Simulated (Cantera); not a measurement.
## Reactions in the system B-Cl-F-N

Source: NASA polynomial tables (part measured, part estimated), evaluated in Cantera. Values are per mole of reaction as written; species without (g) are pure solids or liquids, kept so even where they would boil at 1 bar.

BN + 6 F(g) ⇌ NF3(g) + BF3(g)

```
T (K)  ΔH° (kJ)  ΔS° (J/K)  ΔG° (kJ)  log10 K
-----  --------  ---------  --------  -------
800     -1508.7     -486.1   -1119.8    73.11
950     -1511.4     -489.2   -1046.6    57.54
1100    -1513.7     -491.5    -973.0    46.20
1250    -1515.8     -493.3    -899.2    37.57
1400    -1517.7     -494.7    -825.1    30.78
1550    -1519.4     -495.9    -750.8    25.30
1700    -1520.9     -496.8    -676.3    20.78
1850    -1522.3     -497.6    -601.7    16.99
2000    -1523.5     -498.3    -527.0    13.76
2150    -1524.6     -498.8    -452.2    10.99
```

NF3(g) + BCl3(g) ⇌ 3 Cl(g) + 3 F(g) + BN

```tsv
T (K)	ΔH° (kJ)	ΔS° (J/K)	ΔG° (kJ)	log10 K
800	898.2	461.6	528.9	-34.53
950	900.6	464.4	459.4	-25.26
1100	902.8	466.5	389.6	-18.50
1250	904.8	468.2	319.5	-13.35
1400	906.6	469.6	249.2	-9.30
1550	908.3	470.7	178.6	-6.02
1700	909.8	471.7	108.0	-3.32
1850	911.2	472.5	37.1	-1.05
2000	912.5	473.1	-33.8	0.88
2150	913.6	473.7	-104.8	2.55
```

2 N(g) + 2 BCl3(g) ⇌ 3 Cl2(g) + 2 BN

| T (K) | ΔH° (kJ) | ΔS° (J/K) | ΔG° (kJ) | log10 K |
|---|---|---|---|---|
| 800 | -648.4 | -203.7 | -485.4 | 31.70 |
| 950 | -648.9 | -204.3 | -454.8 | 25.01 |
| 1100 | -648.9 | -204.3 | -424.2 | 20.14 |
| 1250 | -648.6 | -204.1 | -393.5 | 16.44 |
| 1400 | -648.1 | -203.7 | -363.0 | 13.54 |
| 1550 | -647.4 | -203.2 | -332.4 | 11.20 |
| 1700 | -646.5 | -202.6 | -302.0 | 9.28 |
| 1850 | -645.4 | -202.0 | -271.7 | 7.67 |
| 2000 | -644.2 | -201.4 | -241.4 | 6.30 |
| 2150 | -642.8 | -200.7 | -211.2 | 5.13 |
